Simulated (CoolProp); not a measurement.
Aqueous propylene glycol as a coolant, at -6 °C, 1 atm.

Model: Melinder's fits for secondary coolants, in CoolProp.

```json
[
 {"mass %": "20.4", "freezing point (°C)": "-7.4", "conductivity (W/(m K))": "[?]", "cp (kJ/(kg K))": "3.919", "viscosity (mPa s)": "5.79", "Prandtl number": "49.0"},
 {"mass %": "24.2", "freezing point (°C)": "-9.3", "conductivity (W/(m K))": "0.447", "cp (kJ/(kg K))": "3.869", "viscosity (mPa s)": "7.10", "Prandtl number": "61.4"},
 {"mass %": "27.9", "freezing point (°C)": "-11.5", "conductivity (W/(m K))": "0.432", "cp (kJ/(kg K))": "3.817", "viscosity (mPa s)": "8.71", "Prandtl number": "76.9"},
 {"mass %": "31.7", "freezing point (°C)": "-13.9", "conductivity (W/(m K))": "[?]", "cp (kJ/(kg K))": "3.760", "viscosity (mPa s)": "10.8", "Prandtl number": "97.3"},
 {"mass %": "35.5", "freezing point (°C)": "-16.7", "conductivity (W/(m K))": "0.402", "cp (kJ/(kg K))": "3.700", "viscosity (mPa s)": "13.3", "Prandtl number": "123"},
 {"mass %": "39.3", "freezing point (°C)": "[?]", "conductivity (W/(m K))": "0.387", "cp (kJ/(kg K))": "3.634", "viscosity (mPa s)": "16.5", "Prandtl number": "[?]"},
 {"mass %": "43.1", "freezing point (°C)": "-23.7", "conductivity (W/(m K))": "0.372", "cp (kJ/(kg K))": "[?]", "viscosity (mPa s)": "20.2", "Prandtl number": "193"}
]
```

Problem. What belongs in the gaps?

Solution. 
- 20.4, conductivity (W/(m K)): 0.463
- 31.7, conductivity (W/(m K)): 0.417
- 39.3, freezing point (°C): -19.9
- 39.3, Prandtl number: 155
- 43.1, cp (kJ/(kg K)): 3.565
